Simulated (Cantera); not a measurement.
A closed system holds: 1 mol PbO, 1.5 mol CO, 75 mol N₂, at 952 °C and 0.255 Torr.

Cantera equilibrium calculation (NASA polynomials, part measured and part estimated; ideal gas, pure solids and liquids). Candidate condensed phases: C, Pb, PbO, PbO₂, Pb₃O₄; 27 gas species. Rates play no part.

Base state: N₂ 0.968, CO₂ 0.0129, Pb 0.0129, CO 0.00645 (mole fractions); condensed: gas only.

Problem. What changes in the equilibrium state with this change: temperature from 952 °C to 550 °C?

Solution. 
```json
[
 {"species": "N₂", "before": "0.968", "after": "0.980"},
 {"species": "CO₂", "before": "0.0129", "after": "0.0131"},
 {"species": "CO", "before": "0.00645", "after": "0.00653"},
 {"species": "Pb", "before": "0.0129", "after": "0.000397"},
 {"species": "Pb(l), mol", "before": "0", "after": "0.970"}
]
```
